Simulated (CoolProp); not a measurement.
Vapour-liquid equilibrium of n-pentane (1) + acetone (2) at 268.7 K; x and y are mole fractions of (1).

Model: multi-fluid Helmholtz-energy mixture model, Thol 2019 and Lemmon 2006; pair parameters Bell 2016, in CoolProp.

| x | bubble pressure (kPa) | y at the bubble point | dew pressure at overall composition x (kPa) | liquid density (mol/L) |
|---|---|---|---|---|
| 0.05 | 12.72 | 0.448 | 7.679 | 13.68 |
| 0.15 | 18.74 | 0.650 | 8.533 | 12.96 |
| 0.25 | 21.23 | 0.705 | 9.597 | 12.30 |
| 0.35 | 22.12 | 0.724 | 10.96 | 11.71 |
| 0.45 | 22.37 | 0.731 | 12.76 | 11.17 |
| 0.55 | 22.44 | 0.733 | 15.23 | 10.68 |
| 0.65 | 22.51 | 0.738 | 18.75 | 10.24 |
| 0.75 | 22.58 | 0.753 | 22.58 | 9.842 |
| 0.85 | 22.40 | 0.793 | 21.82 | 9.481 |
| 0.95 | 21.27 | 0.894 | 20.54 | 9.156 |

y crosses x between x = 0.75 and 0.85: the model has an azeotrope there.

The pair parameters rest on a limited set of measurements; away from them the model extrapolates. With so large a gap from Raoult's law the liquid may split in two, which this calculation doesn't test in full.
